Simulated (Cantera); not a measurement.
Charge: 1 mol MgCO3, 0.061 mol H2O, held at 1300 °C and 2.60 mbar.

Equilibrium computed with Cantera from the NASA thermochemical tables; the gas is ideal and each condensed phase is pure. Candidate condensed phases: C, C6H6, C7H8, C8H18, H2O, Mg, MgCO3, MgO, Mg(OH)2; 116 gas species. Kinetics and transport are ignored.

Base state: CO2 0.935, H2O 0.0572, CO 0.00506, O2 0.00254, OH 0.000159, H2 0.000107, O 1.03e-5 (mole fractions); condensed: MgO(s).

### Question
What changes in the equilibrium state with this change: H2O from 0.061 to 3.8 mol?

### Answer
| species | before | after |
|---|---|---|
| H2O | 0.0572 | 0.788 |
| CO2 | 0.935 | 0.207 |
| H2 | 0.000107 | 0.00189 |
| CO | 0.00506 | 0.00144 |
| H | 8.26e-6 | 3.48e-5 |
| OH | 0.000159 | 0.000522 |
| MgO(s), mol | 1.00 | 1.000 |
